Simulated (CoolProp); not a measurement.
CF4 (R14) at 382.34 K and 0.109 MPa flows at 6.3 m/s in a round tube of 10 mm bore and 15 µm roughness, fully developed (64/Re and Nu = 3.66 if laminar; Colebrook and Gnielinski if turbulent). Each further row changes one setting.

Model: reference Helmholtz-energy equation of state, Platzer 1990, in CoolProp. This equation is an older, rougher fit.

| case | Reynolds number | Darcy friction factor | pressure drop (Pa/m) | heat-transfer coefficient (W/(m² K)) | mass flow (kg/h) |
|---|---|---|---|---|---|
| as stated | 8960 | 0.0339 | 203 | 67.6 | 5.38 |
| velocity 12.6 m/s | 17900 | 0.0295 | 707 | 123 | 10.8 |
| diameter 20 mm | 17900 | 0.0281 | 84.2 | 58.6 | 21.5 |

Viscosity comes from a separate model (Huber 2003), an estimate that may be off by 10 % or more. Thermal conductivity comes from a separate model (Huber 2003), an estimate that may be off by 10 % or more.
